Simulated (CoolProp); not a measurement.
Properties of dodecamethylpentasiloxane (MD3M) along the isobar 1.43 MPa.

Computed with CoolProp (reference Helmholtz-energy equation of state, Thol 2019).

```
T (°C)   phase  density (kg/m³)  cp (kJ/(kg K))  isothermal compressibility (1/MPa)  expansivity (1/kK)
------  ------  ---------------  --------------  ----------------------------------  ------------------
-12.15  liquid              ___             ___                            0.001147               1.062
3.35    liquid            892.4           1.648                            0.001280               1.073
18.95   liquid              ___           1.690                            0.001432               1.086
34.55   liquid            862.6           1.729                            0.001607               1.103
50.15   liquid            847.8           1.766                            0.001807                 ___
65.65   liquid            833.0           1.802                            0.002038                 ___
81.25   liquid            818.0             ___                                 ___               1.175
96.85   liquid              ___           1.869                            0.002620               1.207
112.45  liquid            787.8           1.902                            0.002989               1.244
```

### Question
Some entries are withheld; supply them.

### Answer

- -12.15, density (kg/m³): 907.3
- -12.15, cp (kJ/(kg K)): 1.603
- 18.95, density (kg/m³): 877.5
- 50.15, expansivity (1/kK): 1.124
- 65.65, expansivity (1/kK): 1.148
- 81.25, cp (kJ/(kg K)): 1.836
- 81.25, isothermal compressibility (1/MPa): 0.002306
- 96.85, density (kg/m³): 803.0
